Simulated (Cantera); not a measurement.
A Cantera script and its output.

```python
import numpy as np
import cantera as ct

gas = ct.Solution("gri30.yaml")
gas.TPX = 550, 55000, {'CH3OH': 1, 'O2': 2.59, 'N2': 9.72, 'CO2': 3}
inlet = ct.Reservoir(gas, clone=True)
gas.equilibrate("HP")  # start burning
reactor = ct.IdealGasConstPressureReactor(gas, energy="on", clone=False)
exhaust = ct.Reservoir(gas, clone=True)
tau = [0.078, 0.036, 0.017, 0.0077, 0.0035, 0.0016, 0.00075, 0.00035, 0.00016, 7.4e-05][0]
for a, b in ((inlet, reactor), (reactor, exhaust)):
    ct.MassFlowController(a, b, mdot=lambda t: reactor.mass / tau)
net = ct.ReactorNet([reactor])
show = ['CH3OH', 'O2', 'CO2', 'CH2CO', 'C2H4', 'C2H']

rows = []
print(f"{'tau/s':>10s}{'T/K':>9s}" + "".join(f"{s:>11s}" for s in show))
for tau in [0.078, 0.036, 0.017, 0.0077, 0.0035, 0.0016, 0.00075, 0.00035, 0.00016, 7.4e-05]:
    net.initial_time = 0.0
    net.advance(30 * tau)
    before = gas.X
    net.advance(40 * tau)
    drift = np.max(np.abs(gas.X - before) / (gas.X + 1e-9))
    rows.append([gas.T, *gas[show].X, drift])
    print(f"{tau:10.3e}{gas.T:9.1f}" + "".join(f"{x:11.3e}" for x in gas[show].X))
```

Result:

```
     tau/s      T/K      CH3OH         O2        CO2      CH2CO       C2H4        C2H
 7.800e-02   1557.1  1.031e-05  6.532e-02  2.361e-01  1.148e-11  4.160e-13  4.653e-17
 3.600e-02   1548.4  1.711e-05  6.571e-02  2.350e-01  4.237e-11  1.751e-12  1.859e-16
 1.700e-02   1535.8  2.838e-05  6.632e-02  2.334e-01  1.545e-10  7.410e-12  7.242e-16
 7.700e-03   1516.5  5.034e-05  6.736e-02  2.309e-01  6.168e-10  3.558e-11  3.016e-15
 3.500e-03   1487.6  9.804e-05  6.915e-02  2.269e-01  2.589e-09  1.868e-10  1.214e-14
 1.600e-03    550.0  6.131e-02  1.588e-01  1.839e-01 -6.843e-23 -1.566e-23 -3.050e-54
 7.500e-04    550.0  6.131e-02  1.588e-01  1.839e-01 -1.301e-25 -2.976e-26  1.066e-59
 3.500e-04    550.0  6.131e-02  1.588e-01  1.839e-01 -8.215e-27 -1.880e-27 -1.523e-58
 1.600e-04    550.0  6.131e-02  1.588e-01  1.839e-01 -5.189e-28 -1.187e-28 -1.136e-59
 7.400e-05    550.0  6.131e-02  1.588e-01  1.839e-01 -3.278e-29 -7.500e-30 -7.656e-61
```

Detailed kinetics in Cantera: GRI-Mech 3.0 (53 species, 325 reactions).
